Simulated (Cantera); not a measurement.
A closed system holds: 1 mol Si, 17 mol HCl, 1 mol N₂, at 648 K and 7.20 Pa.

Method: chemical equilibrium by Gibbs-energy minimisation in Cantera with the NASA 1993 tables (ideal gas, pure condensed phases). Candidate condensed phases: NH₄Cl, Si, Si₃N₄; 28 gas species. Equilibrium is a limit: real reactors are often held back by kinetics, nucleation or transport.

Base state: HCl 0.765, H₂ 0.118, N₂ 0.0588, SiCl₄ 0.0588 (mole fractions); condensed: gas only.

**Question.** What changes in the equilibrium state with this change: temperature from 648 K to 1198.15 K?

**Answer.** 
```
species   before    after
-------  -------  -------
HCl        0.765    0.784
H₂         0.118    0.100
N₂        0.0588   0.0579
SiCl₄     0.0588   0.0388
SiCl₂      <1e-9   0.0118
SiCl₃    3.80e-9  0.00720
Cl         <1e-9  4.82e-5
```
The tables' values for SiCl₃ are old estimates; treat these amounts as uncertain.
